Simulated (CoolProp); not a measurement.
Vapour-liquid equilibrium of acetone (1) + dimethyl carbonate (2) at 109.95 °C; x and y are mole fractions of (1).

Computed with CoolProp (multi-fluid Helmholtz-energy mixture model, Lemmon 2006 and Zhou 2011; pair parameters Bell 2016).

| x | bubble pressure, mixture model (kPa) | bubble pressure, Raoult's law (kPa) | y, mixture model | y, Raoult's law |
|---|---|---|---|---|
| 0.05 | 200.1 | 198.2 | ___ | 0.120 |
| 0.125 | 223.6 | 220.2 | 0.271 | 0.271 |
| 0.2 | 245.8 | 242.2 | 0.386 | 0.394 |
| 0.275 | 267.3 | 264.3 | 0.482 | 0.497 |
| 0.35 | ___ | 286.3 | 0.563 | 0.583 |
| 0.425 | 309.2 | 308.3 | ___ | 0.658 |
| 0.5 | 330.0 | 330.4 | 0.698 | 0.722 |
| 0.575 | 351.1 | 352.4 | 0.755 | 0.779 |
| 0.65 | 372.4 | 374.4 | 0.808 | 0.829 |
| 0.725 | 394.1 | 396.5 | 0.856 | 0.873 |
| 0.8 | 416.2 | 418.5 | 0.900 | 0.912 |
| 0.875 | 438.8 | 440.5 | 0.940 | 0.948 |
| 0.95 | ___ | 462.6 | 0.977 | 0.980 |

Some entries are withheld; supply them.


- 0.05, y, mixture model: 0.124
- 0.35, bubble pressure, mixture model (kPa): 288.3
- 0.425, y, mixture model: 0.634
- 0.95, bubble pressure, mixture model (kPa): 461.8

The largest gap from Raoult's law is +1.5 % in bubble pressure, at x = 0.125. No azeotrope shows between x = 0.05 and 0.95.

Pair parameters are fitted to limited data, so mixtures are less certain than the pure fluids. The gap from Raoult's law changes sign with composition, which may be real or a fault of the pair parameters; it wasn't checked against measurements.
